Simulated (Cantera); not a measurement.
Input: 1 mol CaO, 26 mol HBr, 0.17 mol H2, equilibrated at 1025 K.

Method: chemical equilibrium by Gibbs-energy minimisation in Cantera with the NASA 1993 tables (ideal gas, pure condensed phases). Candidate condensed phases: Br2, Ca, CaBr2, CaO, Ca(OH)2, H2O; 19 gas species. Rates play no part.

At 100000 Pa, list the 5 most abundant gas species with their mole fractions, and the condensed phases.

HBr 0.953, H2O 0.0397, H2 0.00687, Br2 8.18e-5, Br 6.92e-5. Condensed: CaBr2(l).
